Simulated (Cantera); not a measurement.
Charge: 1 mol CF4, 0.29 mol HCl, 0.53 mol H2, at 2050 °C and 0.133 bar.

Method: chemical equilibrium by Gibbs-energy minimisation in Cantera with the NASA 1993 tables (ideal gas, pure condensed phases). Candidate condensed phases: C, C6H6, C7H8, C8H18; 118 gas species. The tables' values for C2F4 are old estimates; treat these amounts as uncertain. Gases not in the tables: C2F6 and larger saturated fluorocarbons. Kinetics and transport are ignored.

Base state: HF 0.526, CF4 0.177, CF2 0.127, Cl 0.110, F 0.0471, CF3 0.00855, HCl 0.00217, CF 0.000854 (mole fractions); condensed: C(graphite).

**Question.** What changes in the equilibrium state with this change: HCl from 0.29 to 0.011 mol?

**Answer.** 
```tsv
species	before	after
HF	0.526	0.520
CF4	0.177	0.257
CF2	0.127	0.153
Cl	0.110	0.00521
CF3	0.00855	0.0113
F	0.0471	0.0517
Cl2	0.000351	7.89e-7
HCl	0.00217	9.28e-5
ClF	0.000257	1.34e-5
C(graphite), mol	0.196	0.129
```
